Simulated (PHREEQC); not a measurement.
Solution (25 °C): 0.004 mol/kgw HF, 0.19 mol/kgw NH4F and 0.00048 mol/kgw H2SO4. Closed to the air; pH follows from the charge balance.

All values are PHREEQC results (ion-association model, phreeqc.dat), not measurements.

Each row changes one thing in this solution. No solid was allowed to form.

```
case                                             pH  ionic strength (mol/kgw)  F- (mol/kgw)  HF (mol/kgw)  HF2- (mol/kgw)  SO4-2 (mol/kgw)
---------------------------------------------  ----  ------------------------  ------------  ------------  --------------  ---------------
as made                                        4.82                     0.190         0.187       0.00289         0.00206         0.000288
0.13 mol/kgw Na2SO4 added                      4.71                     0.472         0.177       0.00295         0.00195           0.0812
H2SO4 from 0.00048 to 0.0024 mol/kgw           4.55                     0.191         0.182       0.00518         0.00358          0.00144
NH4F from 0.19 to 0.95 mol/kgw                 5.75                     0.950         0.945       0.00117         0.00392         0.000208
diluted 2-fold with water                      4.76                    0.0951        0.0939       0.00181        0.000651         0.000166
H2SO4 replaced by NaHSO4 at the same molality  4.87                     0.191         0.188       0.00261         0.00186         0.000288
HF from 0.004 to 0.006 mol/kgw                 4.67                     0.190         0.186       0.00406         0.00288         0.000288
H2SO4 from 0.00048 to 0.0048 mol/kgw           4.34                     0.191         0.175       0.00813         0.00541          0.00289
HF from 0.004 to 0.02 mol/kgw                  4.17                     0.190         0.181        0.0124         0.00851         0.000287
```

The ionic strength passes 0.7 mol/kgw, the rough limit of the ion-association models, in NH4F from 0.19 to 0.95 mol/kgw.
